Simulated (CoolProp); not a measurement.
n-dodecane along the isotherm 620 K: Z from the reference equation and from simpler models built on Tc = 658.1 K, pc = 1818 kPa, ω = 0.574; each cubic takes its own stable root.

The numbers come from the reference Helmholtz-energy equation of state, Lemmon 2004 in CoolProp. It is a short technical equation, of lower accuracy than the large ones.

| p (kPa) | phase | reference | van der Waals | Redlich-Kwong | Soave-Redlich-Kwong | Peng-Robinson |
|---|---|---|---|---|---|---|
| 2020 | liquid | 0.1498 | 0.2641 | 0.2038 | 0.1896 | 0.1685 |
| 4040 | liquid | 0.2838 | 0.4645 | 0.3599 | 0.3458 | 0.3082 |
| 6060 | liquid | 0.4110 | 0.6559 | 0.5053 | 0.4908 | 0.4382 |
| 8080 | liquid | 0.5339 | 0.8403 | 0.6439 | 0.6291 | 0.5623 |
| 10100 | liquid | 0.6534 | 1.020 | 0.7776 | 0.7627 | 0.6823 |
| 12100 | liquid | 0.7691 | 1.194 | 0.9063 | 0.8914 | 0.7981 |
| 14100 | liquid | 0.8826 | 1.365 | 1.032 | 1.017 | 0.9114 |
| 16200 | liquid | 0.9999 | 1.542 | 1.162 | 1.147 | 1.028 |
| 18200 | liquid | 1.110 | 1.709 | 1.284 | 1.269 | 1.138 |
